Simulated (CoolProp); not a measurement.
A simple Rankine cycle with propyne: condensing at 318.15 K, boiler at 3.37 MPa, turbine inlet 378.6 K, turbine efficiency 0.7, pump efficiency 0.8, no recuperator. Each further row changes one setting.

Computed with CoolProp (reference Helmholtz-energy equation of state, Polt 1992). This equation is an older, rougher fit; its heat capacities, sound speeds and derivatives of the liquid may be far off and weren't checked against measurements.

```
case                             thermal efficiency (%)  net work (kJ/kg)  heat in (kJ/kg)  turbine exit temperature (K)  volume ratio over the turbine
-------------------------------  ----------------------  ----------------  ---------------  ----------------------------  -----------------------------
as stated                                           8.4              39.4              470                         318.2                           3.60
turbine inlet 398.6 K                               8.8              46.6              529                         341.9                           3.44
condensing temperature 310.15 K                     9.6              46.8              489                         310.2                           4.42
boiler pressure 2.36 MPa                            6.6              33.8              513                         340.4                           2.36
turbine efficiency 0.6                              7.0              33.1              470                         318.8                           3.65
```

The expansion ends wet for: as stated; condensing temperature 310.15 K.
